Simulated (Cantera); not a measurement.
An adiabatic, constant-volume homogeneous reactor starts with 10.1 % CH₄, 3.24 % CO, 18.2 % O₂, 68.5 % N₂, at 1498 K and 1.01 bar.

Cantera simulation using GRI-Mech 3.0 (53 species, 325 reactions); the numbers are that mechanism's predictions, not measurements.

x: mole fraction; the columns are a selection and need not sum to one.

| t (s) | T (K) | P (bar) | x CH₄ | x CO | x O₂ | x CH₃ | x C₂H | x CO₂ | x HO₂ |
|---|---|---|---|---|---|---|---|---|---|
| 6.00e-6 | 1498 | 1.01 | 0.101 | 0.0324 | 0.182 | 1.08e-6 | <1e-12 | 1.01e-7 | 4.23e-7 |
| 1.54e-5 | 1498 | 1.01 | 0.101 | 0.0324 | 0.182 | 3.07e-6 | <1e-12 | 3.31e-7 | 9.81e-7 |
| 3.93e-5 | 1498 | 1.01 | 0.101 | 0.0324 | 0.182 | [?] | <1e-12 | [?] | [?] |
| 0.000101 | 1498 | 1.01 | 0.101 | 0.0324 | 0.182 | 3.16e-5 | <1e-12 | 4.72e-6 | 2.99e-6 |
| 0.000258 | 1498 | 1.01 | 0.101 | 0.0323 | 0.182 | 0.000111 | <1e-12 | 1.79e-5 | 4.26e-6 |
| 0.000660 | 1506 | 1.02 | 0.0992 | 0.0324 | 0.181 | [?] | <1e-12 | [?] | [?] |
| 0.00169 | 2935 | 2.11 | <1e-12 | 0.0780 | 0.0120 | <1e-12 | <1e-12 | 0.0474 | 6.24e-6 |
| 0.00433 | 2931 | 2.11 | <1e-12 | 0.0782 | 0.0115 | <1e-12 | <1e-12 | 0.0472 | 5.97e-6 |
| 0.0111 | 2931 | 2.11 | <1e-12 | 0.0782 | 0.0115 | <1e-12 | <1e-12 | 0.0472 | 5.97e-6 |
| 0.0284 | 2931 | 2.11 | <1e-12 | 0.0782 | 0.0115 | <1e-12 | <1e-12 | 0.0472 | 5.97e-6 |
| 0.0727 | 2931 | 2.11 | <1e-12 | 0.0782 | 0.0115 | <1e-12 | <1e-12 | 0.0472 | 5.97e-6 |
| 0.186 | 2931 | 2.11 | <1e-12 | 0.0782 | 0.0115 | <1e-12 | <1e-12 | 0.0472 | 5.97e-6 |
| 0.477 | 2931 | 2.11 | <1e-12 | 0.0782 | 0.0115 | <1e-12 | <1e-12 | 0.0472 | 5.97e-6 |
| 1.22 | 2931 | 2.11 | <1e-12 | 0.0782 | 0.0115 | <1e-12 | <1e-12 | 0.0472 | 5.97e-6 |
| 3.12 | 2931 | 2.11 | <1e-12 | 0.0782 | 0.0115 | <1e-12 | <1e-12 | 0.0472 | 5.97e-6 |
| 8.00 | 2931 | 2.11 | <1e-12 | 0.0782 | 0.0115 | <1e-12 | <1e-12 | 0.0472 | 5.97e-6 |

What belongs in the gaps?


- 3.93e-5, x CH₃: 9.33e-6
- 3.93e-5, x CO₂: 1.23e-6
- 3.93e-5, x HO₂: 1.97e-6
- 0.000660, x CH₃: 0.000298
- 0.000660, x CO₂: 0.000108
- 0.000660, x HO₂: 1.51e-5
